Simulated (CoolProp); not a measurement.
Vapour-liquid equilibrium of R1234ze(E) (1) + n-pentane (2) at 315.5 K; x and y are mole fractions of (1).

Model: multi-fluid Helmholtz-energy mixture model, Thol 2016 and Thol 2019; pair parameters Bell 2016, in CoolProp.

| x | bubble pressure, mixture model (MPa) | bubble pressure, Raoult's law (MPa) | y, mixture model | y, Raoult's law |
|---|---|---|---|---|
| 0.05 | 0.2039 | 0.1596 | 0.398 | 0.256 |
| 0.125 | 0.3074 | 0.2114 | (withheld) | 0.483 |
| 0.2 | 0.3936 | 0.2633 | (withheld) | 0.620 |
| 0.275 | 0.4640 | 0.3152 | 0.766 | 0.713 |
| 0.35 | 0.5210 | 0.3671 | 0.801 | 0.779 |
| 0.425 | 0.5675 | 0.4189 | (withheld) | 0.828 |
| 0.5 | 0.6063 | 0.4708 | 0.846 | 0.867 |
| 0.575 | (withheld) | 0.5227 | 0.863 | 0.898 |
| 0.65 | 0.6710 | 0.5746 | 0.880 | 0.924 |
| 0.725 | (withheld) | 0.6264 | 0.898 | 0.945 |
| 0.8 | 0.7314 | 0.6783 | 0.917 | 0.963 |
| 0.875 | 0.7628 | 0.7302 | 0.942 | 0.979 |
| 0.95 | (withheld) | 0.7821 | 0.973 | 0.992 |

Task: Complete the blanks.

Result: 
- 0.125, y, mixture model: 0.615
- 0.2, y, mixture model: 0.712
- 0.425, y, mixture model: 0.826
- 0.575, bubble pressure, mixture model (MPa): 0.6401
- 0.725, bubble pressure, mixture model (MPa): 0.7010
- 0.95, bubble pressure, mixture model (MPa): 0.7951

The largest gap from Raoult's law is +49.5 % in bubble pressure, at x = 0.2. No azeotrope shows between x = 0.05 and 0.95.

Pair parameters are fitted to limited data, so mixtures are less certain than the pure fluids.
